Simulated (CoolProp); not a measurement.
n-undecane along the isotherm 346.85 °C: Z from the reference equation and from simpler models built on Tc = 365.7 °C, pc = 1990 kPa, ω = 0.539; each cubic takes its own stable root.

The numbers come from the reference Helmholtz-energy equation of state, Aleksandrov 2011 in CoolProp. It is a short technical equation, of lower accuracy than the large ones.

```csv
p (kPa),phase,reference
15.7,gas,0.9966
26.6,gas,0.9942
44.8,gas,0.9902
75.6,gas,0.9834
128,gas,0.9716
215,gas,0.9517
364,gas,0.9165
613,gas,0.8533
1040,gas,0.7262
1750,liquid,0.1328
2950,liquid,0.2074
4980,liquid,0.3293
```

### Question
How far does each simpler model (Redlich-Kwong, Soave-Redlich-Kwong, Peng-Robinson) lie from the reference over these 12 states: mean and median of the absolute difference, and the worst?

### Answer
- Redlich-Kwong: mean 9.1 %, median 1.0 %, worst +45.6 % at 346.85 °C and 1750 kPa
- Soave-Redlich-Kwong: mean 7.3 %, median 0.9 %, worst +32.8 % at 346.85 °C and 1750 kPa
- Peng-Robinson: mean 3.4 %, median 0.2 %, worst +18.5 % at 346.85 °C and 1750 kPa
